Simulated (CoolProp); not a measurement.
A single-stage vapour-compression cycle with isobutene: evaporating at 282.15 K (dew point), condensing at 322.15 K (bubble point), superheat 0 K, subcooling 2 K, compressor efficiency 0.9, no pressure losses. Each further row changes one setting.

Values from CoolProp's reference Helmholtz-energy equation of state, Lemmon 2005. It is a short technical equation, of lower accuracy than the large ones.

| case | cooling COP | pressure ratio | discharge temperature (K) | refrigerating effect (kJ/kg) | volumetric capacity (kJ/m³) |
|---|---|---|---|---|---|
| as stated | 5.38 | 3.27 | 323.4 | 285 | 1320 |
| evaporating temperature 287.15 K | 6.39 | 2.76 | 322.9 | 291 | 1590 |
| condensing temperature 317.15 K | 6.32 | 2.87 | 318.6 | 297 | 1380 |
| subcooling 7 K | 5.61 | 3.27 | 323.4 | 297 | 1380 |
| superheat 10 K | 5.44 | 3.27 | 333.2 | 301 | 1340 |
| compressor efficiency 0.8 | 4.78 | 3.27 | 326.8 | 285 | 1320 |
